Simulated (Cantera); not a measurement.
An isothermal, constant-pressure homogeneous reactor starts with CH2O : O2 : N2 = 0.004 : 0.0078 : 1 (molar parts), equivalence ratio 0.51, at 1600 K and 3230 Torr. Integrator tolerance rtol = 1e-08.

Model: GRI-Mech 3.0 (53 species, 325 reactions), integrated in Cantera.

Problem. What does this change do: O2 0.0078 to 0.0012 parts?

Solution. 
```tsv
quantity	before	after
x(CH2O) at 200 s	<1e-12 (gas-phase equilibrium <1e-12)	1.39e-11 (gas-phase equilibrium 1.39e-11)
x(O2) at 200 s	0.00374 (gas-phase equilibrium 0.00361)	5.06e-12 (gas-phase equilibrium 5.06e-12)
x(HO2) at 200 s	5.28e-9 (gas-phase equilibrium 5.15e-9)	<1e-12 (gas-phase equilibrium <1e-12)
x(N2O) at 200 s	4.02e-8 (gas-phase equilibrium 3.96e-8)	2.00e-12 (gas-phase equilibrium 1.49e-12)
x(O) at 200 s	4.30e-7 (gas-phase equilibrium 4.23e-7)	1.58e-11 (gas-phase equilibrium 1.58e-11)
x(OH) at 200 s	8.94e-6 (gas-phase equilibrium 8.87e-6)	3.49e-8 (gas-phase equilibrium 3.49e-8)
x(H2O) at 200 s	0.00395 (gas-phase equilibrium 0.00395)	0.00163 (gas-phase equilibrium 0.00163)
```
